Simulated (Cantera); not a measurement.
A diamond (100) surface in a fixed gas of H2 with x(CH4) = 0.026, x(H) = 0.00062, x(CH3) = 2.5e-05, 24.0 Torr; coverages are run to steady state.

Model: the Harris–Goodwin 1993 mechanism for the reconstructed diamond (100) surface, integrated in Cantera.

θ: site fractions in the mechanism's names (c6HH fully hydrogenated, c6H* and c6*H radical sites, c6** diradical, c6HM methylated).

```tsv
T (K)	growth (µm/h)	θ c6HH	θ c6H*	θ c6*H	θ c6**	θ c6HM
950	0.277	0.628	0.0136	0.323	0.00596	0.0227
1000	0.270	0.591	0.0177	0.363	0.00841	0.0139
1050	(withheld)	0.558	0.0223	0.399	0.0112	0.00644
1100	(withheld)	0.527	0.0270	0.428	0.0141	0.00234
1150	(withheld)	0.500	0.0317	0.450	0.0169	0.000766
1200	(withheld)	0.478	0.0364	0.466	0.0194	0.000249
1250	0.0524	0.462	0.0408	0.476	0.0214	8.24e-5
1300	(withheld)	0.452	0.0450	0.480	0.0229	2.78e-5
1350	(withheld)	0.447	0.0487	0.481	0.0238	9.63e-6
1400	(withheld)	0.446	0.0521	0.477	0.0242	3.56e-6
```

Q: What belongs in the gaps?

A: 
- 1050, growth (µm/h): 0.196
- 1100, growth (µm/h): 0.116
- 1150, growth (µm/h): 0.0727
- 1200, growth (µm/h): 0.0569
- 1300, growth (µm/h): 0.0462
- 1350, growth (µm/h): 0.0322
- 1400, growth (µm/h): 0.0172
